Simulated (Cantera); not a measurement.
Feed: 1 mol Si, 2.4 mol HCl, 2.3 mol H2, at 802 °C and 1330 Pa.

These are equilibrium values from Cantera (NASA tables, ideal gas, pure condensed phases), not measurements of a reactor. Candidate condensed phases: Si; 19 gas species. The tables' values for SiCl3 are old estimates; treat these amounts as uncertain. Rates play no part.

Base state: H2 0.801, SiCl4 0.106, HCl 0.0584, SiHCl3 0.0181, SiCl2 0.00830, SiCl3 0.00745, SiH2Cl2 0.000361 (mole fractions); condensed: Si(s).

Q: What changes in the equilibrium state with this change: pressure from 1330 Pa to 560 Pa?

A: 
```json
[
 {"species": "H2", "before": "0.801", "after": "0.791"},
 {"species": "SiCl4", "before": "0.106", "after": "0.102"},
 {"species": "HCl", "before": "0.0584", "after": "0.0713"},
 {"species": "SiCl2", "before": "0.00830", "after": "0.0125"},
 {"species": "SiHCl3", "before": "0.0181", "after": "0.0140"},
 {"species": "SiH2Cl2", "before": "0.000361", "after": "0.000226"},
 {"species": "SiCl3", "before": "0.00745", "after": "0.00897"},
 {"species": "Si(s), mol", "before": "0.416", "after": "0.424"}
]
```
